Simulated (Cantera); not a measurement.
Feed: 1 mol Fe₂O₃, 49 mol HCl, 0.17 mol H₂, held at 2.33 Torr.

Equilibrium computed with Cantera from the NASA thermochemical tables; the gas is ideal and each condensed phase is pure. Candidate condensed phases: Fe, FeCl₂, FeCl₃, FeO, Fe(OH)₂, Fe(OH)₃, Fe₂O₃, Fe₃O₄, H₂O; 22 gas species. Condensed phases not in the tables: FeOCl. Equilibrium is a limit: real reactors are often held back by kinetics, nucleation or transport.

log p: log10 of the partial pressure in bar; n: condensed amount in mol.

| T (K) | log p HCl | log p H₂O | log p FeCl₂ | log p Cl | log p FeCl₃ | log p Cl₂ | n FeCl₂(s) | n Fe₂O₃(s) |
|---|---|---|---|---|---|---|---|---|
| 673 | -2.51 | -4.44 | -6.39 | -11.04 | -5.62 | -8.98 | 0.333 | 0.810 |
| 823 | -2.52 | ___ | ___ | ___ | ___ | ___ | 0 | ___ |
| 973 | -2.53 | -4.11 | -4.54 | -6.32 | -4.65 | -5.45 | 0 | 0.593 |
| 1123 | -2.55 | -3.86 | -4.12 | -5.09 | -4.69 | -4.78 | 0 | 0.235 |
| 1273 | -2.56 | -3.78 | -3.93 | ___ | ___ | ___ | 0 | 0 |
| 1423 | -2.57 | -3.76 | -3.91 | -4.16 | -5.86 | -5.38 | 0 | 0 |
| 1573 | -2.57 | -3.74 | -3.91 | -4.01 | -6.54 | -5.97 | 0 | 0 |
| 1723 | -2.58 | -3.73 | -3.91 | -3.92 | -7.13 | -6.51 | 0 | 0 |

Q: What belongs in the gaps?

A: 
- 823, log p H₂O: -4.30
- 823, log p FeCl₂: -4.68
- 823, log p Cl: -8.75
- 823, log p FeCl₃: -4.93
- 823, log p Cl₂: -7.89
- 823, n Fe₂O₃(s): 0.737
- 1273, log p Cl: -4.49
- 1273, log p FeCl₃: -5.19
- 1273, log p Cl₂: -4.96
